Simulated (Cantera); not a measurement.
A perfectly stirred reactor is fed with 30.3 % NH₃, 69.7 % H₂, at 0.227 atm; it is held at 1700 K, and followed from long to short residence time.

Cantera simulation using the gas-phase N/H chemistry of the illustrative SiF4/NH3 mechanism in the Surface Chemkin manual (1991); the numbers are that mechanism's predictions, not measurements. Walls and surfaces, which speed up NH3 decomposition in real reactors, are not modelled.

Question: Predict: x(NH₃) at τ = 6.50 s; x(H₂) at τ = 6.50 s; x(NH₂) at τ = 6.50 s; x(NH) at τ = 6.50 s; x(H) at τ = 6.50 s; x(NH₃) at τ = 97.0 ms; x(H₂) at τ = 97.0 ms; x(NH₂) at τ = 97.0 ms; x(NH) at τ = 97.0 ms; x(H) at τ = 97.0 ms.

Answer: 
```
Property                  Value
---------------------  --------
x(NH₃) at τ = 6.50 s      0.166
x(H₂) at τ = 6.50 s       0.781
x(NH₂) at τ = 6.50 s    6.92e-5
x(NH) at τ = 6.50 s     6.63e-7
x(H) at τ = 6.50 s     0.000129
x(NH₃) at τ = 97.0 ms     0.299
x(H₂) at τ = 97.0 ms      0.699
x(NH₂) at τ = 97.0 ms  0.000102
x(NH) at τ = 97.0 ms    7.88e-7
x(H) at τ = 97.0 ms     9.38e-5
```
